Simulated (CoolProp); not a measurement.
A single-stage vapour-compression cycle with the fluid: evaporating at 245.15 K (dew point), condensing at 302.15 K (bubble point), superheat 10 K, subcooling 2 K, compressor efficiency 0.75, no pressure losses. The same conditions are run with several fluids, on thermodynamics alone (safety and materials aside).

Values from CoolProp's reference Helmholtz-energy equation of state of each fluid (CH3F (R41): Lemmon 2006; ammonia: Gao 2020; n-butane: Bücker 2006; R1336mzz(E): Akasaka 2023; R125: Lemmon 2005; trans-2-butene: Lemmon 2005).

| fluid | cooling COP | pressure ratio | discharge temperature (K) | refrigerating effect (kJ/kg) | volumetric capacity (kJ/m³) |
|---|---|---|---|---|---|
| CH3F (R41) | (withheld) | 4.78 | (withheld) | 273 | 4460 |
| ammonia | 2.50 | 8.61 | 461.7 | 1120 | 1220 |
| n-butane | 2.62 | (withheld) | (withheld) | 297 | 257 |
| R1336mzz(E) | 2.46 | 12.3 | 316.4 | 112 | 158 |
| R125 | 2.21 | 6.18 | 323.9 | 90.7 | 1360 |
| trans-2-butene | (withheld) | 9.16 | 337.6 | 323 | 251 |

**Question.** Some entries are withheld; supply them.

**Answer.** 
- CH3F (R41), cooling COP: 2.07
- CH3F (R41), discharge temperature (K): 387.0
- n-butane, pressure ratio: 8.84
- n-butane, discharge temperature (K): 327.7
- trans-2-butene, cooling COP: 2.66
